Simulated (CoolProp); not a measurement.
Properties of R143a at several states (Tc = 72.7 °C, pc = 3762 kPa, ω = 0.261).

Model: reference Helmholtz-energy equation of state, Lemmon and Jacobsen 2000, in CoolProp.

```tsv
T (°C)	p (kPa)	phase	isothermal compressibility (1/MPa)	fugacity coefficient
34.85	292	gas	?	?
115.15	4140	supercritical	?	?
194.85	18.9	gas	52.94	0.9994
22.15	4180	liquid	0.007724	?
-46.65	36.9	gas	27.59	0.9826
```

Q: Some entries are withheld; supply them.

A: 
- 34.85, isothermal compressibility (1/MPa): 3.589
- 34.85, fugacity coefficient: 0.9571
- 115.15, isothermal compressibility (1/MPa): 0.3679
- 115.15, fugacity coefficient: 0.7480
- 22.15, fugacity coefficient: 0.2506
